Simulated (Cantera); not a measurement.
A perfectly stirred reactor is fed with CO : O2 : H2O : N2 = 0.018 : 0.015 : 0.00047 : 1 (molar parts), equivalence ratio 0.60, at 2330 Torr; it is held at 1350 K, and followed from long to short residence time.

Model: GRI-Mech 3.0 (53 species, 325 reactions), integrated in Cantera.

Problem. What does this change do: pressure from 2330 Torr to 1730 Torr?

Solution. 
```json
[
 {"quantity": "x(CO) at τ = 0.500 s", "before": "0.000497", "after": "0.000536"},
 {"quantity": "x(O2) at τ = 0.500 s", "before": "0.00609", "after": "0.00610"},
 {"quantity": "x(H2O) at τ = 0.500 s", "before": "0.000452", "after": "0.000450"},
 {"quantity": "x(O) at τ = 0.500 s", "before": "1.84e-5", "after": "2.73e-5"},
 {"quantity": "x(NO) at τ = 0.500 s", "before": "1.04e-5", "after": "9.57e-6"},
 {"quantity": "x(CO) at τ = 9.90 ms", "before": "0.00563", "after": "0.00583"},
 {"quantity": "x(O2) at τ = 9.90 ms", "before": "0.00856", "after": "0.00862"},
 {"quantity": "x(H2O) at τ = 9.90 ms", "before": "0.000425", "after": "0.000412"},
 {"quantity": "x(O) at τ = 9.90 ms", "before": "0.000191", "after": "0.000281"},
 {"quantity": "x(NO) at τ = 9.90 ms", "before": "2.56e-6", "after": "2.47e-6"}
]
```
